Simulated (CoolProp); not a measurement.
Properties of CHF3 (R23) at several states.

Model: reference Helmholtz-energy equation of state, Penoncello 2003, in CoolProp.

| T (°C) | p (bar) | phase | density (kg/m³) | speed of sound (m/s) | Joule-Thomson coefficient (K/MPa) | conductivity (mW/(m K)) |
|---|---|---|---|---|---|---|
| -48.15 | 0.119 | gas | 0.4465 | 181.4 | 32.64 | [?] |
| -8.45 | 78.4 | liquid | 1155 | 492.1 | [?] | 91.4 |
| 141.85 | 2.54 | gas | 5.184 | 237.6 | [?] | 20.0 |

### Question
What belongs in the gaps?

### Answer

- -48.15, conductivity (mW/(m K)): 9.56
- -8.45, Joule-Thomson coefficient (K/MPa): 0.1329
- 141.85, Joule-Thomson coefficient (K/MPa): 5.055

Thermal conductivity comes from a separate model (Shan 2000).
